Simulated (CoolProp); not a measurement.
Diethyl ether at several states: fugacity coefficient from the reference equation and from simpler models built on Tc = 467.9 K, pc = 3.717 MPa, ω = 0.282; each cubic takes its own stable root.

Computed with CoolProp (reference Helmholtz-energy equation of state, Thol 2014).

```
T (K)  p (MPa)   phase  reference  Soave-Redlich-Kwong  Peng-Robinson
-----  -------  ------  ---------  -------------------  -------------
512.5    0.804     gas     0.9475               0.9472         0.9401
422.6     2.48  liquid     0.5619               0.5774         0.5601
389.4    0.235     gas     0.9592               0.9612         0.9585
```
